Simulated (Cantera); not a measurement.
# Transport properties of process gases

Gas mixture: 49.0 % NO, 51.0 % N₂O, at 0.385 atm, frozen composition.

Cantera's kinetic-theory transport with the Lennard-Jones parameters of GRI-Mech 3.0, ideal gas; thermal conductivity in the multicomponent form. The composition is frozen, though it would react at the higher temperatures.

```
T (K)  ρ (kg/m³)  cp (J/kg/K)  μ (µPa s)  λ (mW/m/K)     Pr  D (cm²/s) H₂O  D (cm²/s) O  D (cm²/s) OH
-----  ---------  -----------  ---------  ----------  -----  -------------  -----------  ------------
400        0.436        981.5       21.0        28.5  0.723          0.866         1.21          1.19
600        0.290         1077       28.8        42.6  0.728           1.87         2.44          2.39
800        0.218         1152       35.4        56.0  0.729           3.17         3.97          3.88
1000       0.174         1206       41.4        68.5  0.729           4.72         5.77          5.65
1200       0.145         1241       46.8        79.8  0.729           6.49         7.82          7.66
1400       0.124         1269       51.9        90.5  0.728           8.47         10.1          9.90
1600       0.109         1292       56.7         101  0.728           10.6         12.6          12.4
1800      0.0968         1311       61.3         110  0.727           13.0         15.3          15.0
```
D: mixture-averaged diffusion coefficient of that species in the mixture.
